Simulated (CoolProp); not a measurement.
Vapour-liquid equilibrium of propylene (1) + R115 (2) at 184 K; x and y are mole fractions of (1).

Model: multi-fluid Helmholtz-energy mixture model, Lemmon 2013 and Lemmon 2016; pair parameters Bell 2016, in CoolProp.

| x | bubble pressure (MPa) | y at the bubble point | dew pressure at overall composition x (MPa) | liquid density (mol/L) |
|---|---|---|---|---|
| 0.05 | 0.006360 | 0.215 | 0.005465 | 11.24 |
| 0.2 | 0.008817 | 0.508 | 0.006265 | 11.74 |
| 0.35 | 0.01009 | 0.618 | 0.007320 | 12.29 |
| 0.5 | 0.01062 | 0.669 | 0.008733 | 12.91 |
| 0.65 | 0.01080 | 0.703 | 0.01044 | 13.62 |
| 0.8 | 0.01078 | 0.750 | 0.01057 | 14.42 |
| 0.95 | 0.01005 | 0.887 | 0.009644 | 15.33 |

y crosses x between x = 0.65 and 0.8: the model has an azeotrope there.

Pair parameters are fitted to limited data, so mixtures are less certain than the pure fluids. With so large a gap from Raoult's law the liquid may split in two, which this calculation doesn't test in full.
